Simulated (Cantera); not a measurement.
Charge: 1 mol Fe2O3, 0.69 mol Cl2, 0.12 mol N2, equilibrated at 3.70 bar.

These are equilibrium values from Cantera (NASA tables, ideal gas, pure condensed phases), not measurements of a reactor. Candidate condensed phases: Fe, FeCl2, FeCl3, FeO, Fe2O3, Fe3O4; 19 gas species. Condensed phases not in the tables: FeOCl. Rates play no part.

log p: log10 of the partial pressure in bar; n: condensed amount in mol.

```
T (K)  log p Cl2  log p O2  log p FeCl3  log p N2  log p FeCl2  log p Cl  n Fe2O3(s)
-----  ---------  --------  -----------  --------  -----------  --------  ----------
775         0.50     -2.07        -2.41     -0.26        -6.78     -5.04       0.999
875         0.49     -1.52        -1.67     -0.26        -5.19     -4.09       0.996
975         0.47         …            …     -0.26            …         …       0.988
1075        0.44     -0.74        -0.71     -0.27        -2.98     -2.74       0.973
1175        0.38     -0.47        -0.41     -0.27        -2.19     -2.25       0.950
1275        0.29     -0.28        -0.20     -0.28        -1.55     -1.86       0.919
1375        0.17     -0.14        -0.07     -0.30        -1.03     -1.55       0.884
1475           …         …        -0.02     -0.32            …         …       0.848
1575       -0.17      0.03        -0.04     -0.34        -0.30     -1.11       0.811
```

Question: Some entries are withheld; supply them.

Answer: 
- 1475, log p Cl2: 0.02
- 1475, log p O2: -0.04
- 1475, log p FeCl2: -0.62
- 1475, log p Cl: -1.30
- 975, log p O2: -1.08
- 975, log p FeCl3: -1.12
- 975, log p FeCl2: -3.95
- 975, log p Cl: -3.34
